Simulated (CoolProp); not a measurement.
Vapour-liquid equilibrium of benzene (1) + o-xylene (2) at 2.44 bar; x and y are mole fractions of (1).

Values from CoolProp's multi-fluid Helmholtz-energy mixture model, Thol 2012 and Zhou 2012; pair parameters Bell 2016.

Task: Give the bubble temperature and the first vapour's composition at x = 0.25, 0.55, 0.65. Is there an azeotrope?

Result: x = 0.25: 152.6 °C, y = 0.606; x = 0.55: 129.0 °C, y = 0.872; x = 0.65: 124.0 °C, y = 0.911. No azeotrope shows between x = 0.05 and 0.95.

The pair parameters rest on a limited set of measurements; away from them the model extrapolates. The gap from Raoult's law changes sign with composition, which may be real or a fault of the pair parameters; it wasn't checked against measurements.
